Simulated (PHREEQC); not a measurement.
Solution (25 °C): 0.013 mol HCl, 0.44 mol NaCl and 0.00057 mol CuCl2 per kg of water. Closed to the air; pH follows from the charge balance.

All values are PHREEQC results (ion-association model, phreeqc.dat), not measurements.

Problem. The ionic strength comes out as 0.454 mol/kgw. What activity coefficients do Na+, CuCl+, Cu+2, H+, Cl- get?

Solution. Na+ 0.72, CuCl+ 0.66, Cu+2 0.26, H+ 0.77, Cl- 0.66.

This is a speciation only: nothing precipitates in the calculation.
